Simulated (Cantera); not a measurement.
**Hydrocarbon pyrolysis for carbon deposition**

An isothermal, constant-pressure homogeneous reactor starts with C₃H₈ : H₂ = 1 : 8.9 (molar parts), at 1200 K and 0.132 atm.

Model: GRI-Mech 3.0 (53 species, 325 reactions), integrated in Cantera. GRI-Mech 3.0 was tuned for natural gas; its chemistry of propane as a main component is partial and can be far from experiment. GRI-Mech 3.0 stops at C3 and has no aromatics, soot or wall deposition, so with more carbon than oxygen in the feed, carbon stays in small species such as C2H2 where larger ones or solid carbon would form.

```json
[
 {"t (s)": "0.000700", "x C₃H₈": "0.0950", "x H₂": "0.894", "x H": "1.73e-5", "x C₂H₂": "1.80e-6", "x CH₃": "0.000255", "x CH₄": "0.00502", "x CH₂": "6.30e-9"},
 {"t (s)": "0.00170", "x C₃H₈": "0.0822", "x H₂": "0.884", "x H": "1.94e-5", "x C₂H₂": "2.00e-5", "x CH₃": "0.000257", "x CH₄": "0.0161", "x CH₂": "6.51e-9"},
 {"t (s)": "0.00411", "x C₃H₈": "0.0569", "x H₂": "0.864", "x H": "2.09e-5", "x C₂H₂": "0.000139", "x CH₃": "0.000209", "x CH₄": "0.0384", "x CH₂": "4.76e-9"},
 {"t (s)": "0.00998", "x C₃H₈": "0.0224", "x H₂": "0.836", "x H": "2.24e-5", "x C₂H₂": "0.000736", "x CH₃": "0.000121", "x CH₄": "0.0694", "x CH₂": "2.15e-9"},
 {"t (s)": "0.0242", "x C₃H₈": "0.00332", "x H₂": "0.820", "x H": "1.48e-5", "x C₂H₂": "0.00241", "x CH₃": "4.02e-5", "x CH₄": "0.0878", "x CH₂": "3.78e-10"},
 {"t (s)": "0.0586", "x C₃H₈": "0.000330", "x H₂": "0.817", "x H": "6.42e-6", "x C₂H₂": "0.00447", "x CH₃": "1.44e-5", "x CH₄": "0.0914", "x CH₂": "5.75e-11"},
 {"t (s)": "0.142", "x C₃H₈": "1.98e-5", "x H₂": "0.817", "x H": "4.04e-6", "x C₂H₂": "0.00686", "x CH₃": "8.84e-6", "x CH₄": "0.0921", "x CH₂": "2.25e-11"},
 {"t (s)": "0.345", "x C₃H₈": "2.86e-6", "x H₂": "0.817", "x H": "3.75e-6", "x C₂H₂": "0.0110", "x CH₃": "8.25e-6", "x CH₄": "0.0929", "x CH₂": "1.95e-11"},
 {"t (s)": "0.836", "x C₃H₈": "2.39e-6", "x H₂": "0.817", "x H": "3.56e-6", "x C₂H₂": "0.0185", "x CH₃": "7.94e-6", "x CH₄": "0.0946", "x CH₂": "1.77e-11"},
 {"t (s)": "2.03", "x C₃H₈": "1.84e-6", "x H₂": "0.817", "x H": "3.24e-6", "x C₂H₂": "0.0282", "x CH₃": "7.48e-6", "x CH₄": "0.0979", "x CH₂": "1.52e-11"},
 {"t (s)": "4.91", "x C₃H₈": "1.45e-6", "x H₂": "0.814", "x H": "2.89e-6", "x C₂H₂": "0.0342", "x CH₃": "7.11e-6", "x CH₄": "0.104", "x CH₂": "1.28e-11"},
 {"t (s)": "11.9", "x C₃H₈": "1.29e-6", "x H₂": "0.807", "x H": "2.55e-6", "x C₂H₂": "0.0338", "x CH₃": "7.05e-6", "x CH₄": "0.116", "x CH₂": "1.13e-11"},
 {"t (s)": "28.9", "x C₃H₈": "1.13e-6", "x H₂": "0.795", "x H": "2.11e-6", "x C₂H₂": "0.0302", "x CH₃": "6.98e-6", "x CH₄": "0.137", "x CH₂": "9.41e-12"},
 {"t (s)": "70.0", "x C₃H₈": "8.68e-7", "x H₂": "0.777", "x H": "1.63e-6", "x C₂H₂": "0.0251", "x CH₃": "6.65e-6", "x CH₄": "0.166", "x CH₂": "7.01e-12"}
]
```
x: mole fraction; the columns are a selection and need not sum to one.

Equilibrium at this temperature and pressure: C₃H₈ 7.64e-8, H₂ 0.713, H 4.59e-7, C₂H₂ 0.00502, CH₃ 3.40e-6, CH₄ 0.277, CH₂ 1.10e-12 (gas phase only).
